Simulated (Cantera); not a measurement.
What does this Cantera script print?

```python
import numpy as np
import cantera as ct

surf = ct.Interface("diamond.yaml", "diamond_100")
gas, bulk = surf.adjacent["gas"], surf.adjacent["diamond"]
k = surf.kinetics_species_index(bulk.species_names[0])
cover = ["c6HH", "c6H*", "c6*H", "c6**", "c6HM", "c6B"]

rows, drift = [], 0.0
print(f"{'xH':>10s}{'um/h':>11s}" + "".join(f"{s:>11s}" for s in cover))
for v in [0.0001, 0.00022, 0.00047, 0.001, 0.0022, 0.0048, 0.01, 0.023, 0.049]:
    T, P, xH, xCH3 = 1225, 10000, v, 1.1e-05
    gas.TPX = T, P, {"H": xH, "CH3": xCH3, "CH4": 0.0029, "H2": 1 - xH - xCH3 - 0.0029}
    surf.TP = bulk.TP = T, P
    surf.coverages = "c6H*:0.1, c6HH:0.9"
    surf.advance_coverages(100.0)
    before = surf.coverages
    surf.advance_coverages(100.0)
    drift = max(drift, np.max(np.abs(surf.coverages - before) / (surf.coverages + 1e-9)))
    rate = surf.net_production_rates[k] * bulk.mean_molecular_weight / bulk.density * 3.6e9
    rows.append([rate, *surf[cover].coverages])
    print(f"{v:10.4g}{rate:11.4e}" + "".join(f"{x:11.3e}" for x in rows[-1][1:]))
```

It prints:

```
        xH       um/h       c6HH       c6H*       c6*H       c6**       c6HM        c6B
    0.0001 1.7495e-02  6.279e-01  2.778e-02  3.390e-01  4.902e-03  1.141e-04  4.747e-11
   0.00022 4.4095e-02  5.392e-01  3.406e-02  4.156e-01  1.059e-02  1.521e-04  1.197e-10
   0.00047 8.8999e-02  4.839e-01  3.772e-02  4.602e-01  1.771e-02  1.821e-04  2.415e-10
     0.001 1.6020e-01  4.525e-01  3.961e-02  4.831e-01  2.440e-02  1.986e-04  4.347e-10
    0.0022 2.7926e-01  4.354e-01  4.055e-02  4.942e-01  2.942e-02  1.951e-04  7.578e-10
    0.0048 4.5934e-01  4.273e-01  4.101e-02  4.991e-01  3.232e-02  1.687e-04  1.246e-09
      0.01 6.7619e-01  4.236e-01  4.130e-02  5.011e-01  3.379e-02  1.281e-04  1.835e-09
     0.023 9.2110e-01  4.216e-01  4.167e-02  5.019e-01  3.467e-02  7.913e-05  2.499e-09
     0.049 1.0908e+00  4.208e-01  4.226e-02  5.018e-01  3.515e-02  4.478e-05  2.960e-09
```

Cantera simulation using the Harris–Goodwin 1993 mechanism for the reconstructed diamond (100) surface; the numbers are that mechanism's predictions, not measurements.
